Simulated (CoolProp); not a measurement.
Values from CoolProp's reference Helmholtz-energy equation of state, Outcalt 1996. It is a modified Benedict-Webb-Rubin equation, recast in Helmholtz form.

Question: Give the vapour pressure (kPa), vapour Z, surface tension (mN/m), liquid viscosity (µPa s) of saturated R152A at 218, 220.6 K.

Answer: 
| T (K) | p (kPa) | vapour Z | surface tension (mN/m) | liquid viscosity (µPa s) |
|---|---|---|---|---|
| 218 | 20.3 | 0.986 | 21.2 | 459 |
| 220.6 | 23.7 | 0.984 | 20.8 | 441 |

Viscosity comes from a separate model (Bell 2016), an estimate that may be off by 10 % or more. Surface tension comes from a separate correlation (Mulero 2012).
